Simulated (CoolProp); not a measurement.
Computed with CoolProp (reference Helmholtz-energy equation of state, Thol 2015).

Give the vapour pressure (MPa), liquid density (kg/m³), liquid cp (kJ/(kg K)) of saturated 1,2-dichloroethane at 349, 356.6 K.


| T (K) | p (MPa) | liquid density (kg/m³) | liquid cp (kJ/(kg K)) |
|---|---|---|---|
| 349 | 0.0792 | 1170 | 1.35 |
| 356.6 | 0.101 | 1160 | 1.36 |
